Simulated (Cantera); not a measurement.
What does this Cantera script print?

```python
import numpy as np
import cantera as ct

gas_names = [...]  # 76 gases of nasa_gas.yaml made of C, H
cond_names = """
    C(gr) C6H6(L) C7H8(L) C8H18(L),n-octa
""".split()


# ... load() reads the species with a 1 bar reference pressure and builds the phases ...
atoms = {
    'C2H2': {'C': 2, 'H': 2},
    'H2': {'H': 2},
}
top_T = {'C(gr)': 4500}  # K; cautious upper limits of use, not melting points


# ... equilibrate(T, P, feed) seeds the gas with the atoms and calls Mixture.equilibrate('TP', solver="vcs", rtol=1e-11, max_steps=5000) ...
results = []
feed = {'C2H2': 1, 'H2': 0.88}  # mol
T = 2650  # K
P = 98  # Pa
mix = equilibrate(T, P, feed)
results.append((T, P, feed, dict(zip(mix.species_names, mix.species_moles))))
x = sorted(zip(gas.X, gas.species_names), reverse=True)
print(f"T = {T:g} K  P = {P:g} Pa  gas = {mix.phase_moles(0):.4g} mol")
print("   x: " + "  ".join(f"{s} {v:.3e}" for v, s in x if v > 0.001))
print("   condensed (mol): " + ("  ".join(f"{mix.phase(i).name} {mix.phase_moles(i):.4g}"
      for i in range(1, mix.n_phases) if mix.phase_moles(i) > 1e-12) or "none"))
```

Output:

```
T = 2650 K  P = 98 Pa  gas = 3.022 mol
   x: H 7.419e-01  H2 2.456e-01  C2H2,acetylene 4.819e-03  C3 4.566e-03  C2H 1.410e-03  C 1.187e-03
   condensed (mol): C(gr) 1.914
```

Equilibrium computed with Cantera from the NASA thermochemical tables; the gas is ideal and each condensed phase is pure.
